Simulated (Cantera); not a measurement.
# Hydrogen reduction and annealing atmospheres: Cr2O3 + H2

A closed system holds: 1 mol Cr2O3, 2.9 mol H2.

Equilibrium computed with Cantera from the NASA thermochemical tables; the gas is ideal and each condensed phase is pure. Candidate condensed phases: Cr, Cr2O3, H2O; 13 gas species. Mutual solubility and eutectic melting of coexisting phases are not modelled. Equilibrium is a limit: real reactors are often held back by kinetics, nucleation or transport.

Problem. Map the stable condensed phases over T = 1398, 1448, 1498, 1548, 1598, 1648, 1698, 1748, 1798, 1848, 1898 K and P in Pa = 10, 32, 100, 320, 1000, 3200, 10000, 32000, 100000, 320000, 1000000.

Solution. 
```
T in K \ P in Pa
              10      32     100     320    1000    3200   10000   32000  100000  320000 1000000
   1898        A       A       A       A       A       A       B       B       B       B       B
   1848        A       A       A       A       A       A       B       B       B       B       B
   1798        A       A       A       A       A       B       B       B       B       B       B
   1748        A       A       A       A       A       B       B       B       B       B       B
   1698        A       A       A       A       B       B       B       B       B       B       B
   1648        A       A       A       A       B       B       B       B       B       B       B
   1598        A       A       A       B       B       B       B       B       B       B       B
   1548        A       A       A       B       B       B       B       B       B       B       B
   1498        A       A       B       B       B       B       B       B       B       B       B
   1448        A       A       B       B       B       B       B       B       B       B       B
   1398        A       B       B       B       B       B       B       B       B       B       B
```
A: Cr2O3; B: Cr + Cr2O3.
